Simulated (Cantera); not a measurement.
B + H₂O + H₂ (chemical vapour transport)

Feed: 1 mol B, 0.17 mol H₂O, 1.1 mol H₂, at 575 °C and 12.0 Torr.

Cantera equilibrium calculation (NASA polynomials, part measured and part estimated; ideal gas, pure solids and liquids). Candidate condensed phases: B, B₂O₃, B₃O₃H₃, H₂O; 23 gas species. Equilibrium is a limit: real reactors are often held back by kinetics, nucleation or transport.

```
Property                                   Value
------------------------------------  ----------
x(H₂)                                      0.999
x(B₃O₃H₃)                               0.000603
n(B(s))                                0.886 mol
n(B₂O₃(l))                            0.0559 mol
gas amount                             1.270 mol
log10 activity of B₃O₃H₃(s) (absent)       -8.43
```
